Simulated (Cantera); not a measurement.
Cantera run:

```python
import numpy as np
import cantera as ct

gas_names = """
    CL CL2 N N2 Si SiCL SiCL2 SiCL3 SiCL4 SiN Si2 Si2N Si3
""".split()
cond_names = """
    Si(cr) Si(L) Si3N4(a)
""".split()


# ... load() reads the species with a 1 bar reference pressure and builds the phases ...
atoms = {
    'Si2Cl6': {'Si': 2, 'CL': 6},
    'N2': {'N': 2},
}
top_T = {'Si3N4(a)': 2400}  # K; cautious upper limits of use, not melting points


# ... equilibrate(T, P, feed) seeds the gas with the atoms and calls Mixture.equilibrate('TP', solver="vcs", rtol=1e-11, max_steps=5000) ...
results = []
feed = {'Si2Cl6': 1, 'N2': 90}  # mol
T = 1823.15  # K
P = 1000  # Pa
mix = equilibrate(T, P, feed)
results.append((T, P, feed, dict(zip(mix.species_names, mix.species_moles))))
x = sorted(zip(gas.X, gas.species_names), reverse=True)
print(f"T = {T:g} K  P = {P:g} Pa  gas = {mix.phase_moles(0):.4g} mol")
print("   x: " + "  ".join(f"{s} {v:.3e}" for v, s in x if v > 0.001))
print("   condensed (mol): " + ("  ".join(f"{mix.phase(i).name} {mix.phase_moles(i):.4g}"
      for i in range(1, mix.n_phases) if mix.phase_moles(i) > 1e-12) or "none"))
```

It prints:

```
T = 1823.15 K  P = 1000 Pa  gas = 93.45 mol
   x: N2 9.631e-01  SiCL2 1.667e-02  CL 1.547e-02  SiCL3 3.557e-03  SiCL4 1.173e-03
   condensed (mol): none
```

Equilibrium computed with Cantera from the NASA thermochemical tables; the gas is ideal and each condensed phase is pure. The feed counts by its element totals alone. The tables' values for SiCl3 are old estimates; treat these amounts as uncertain.
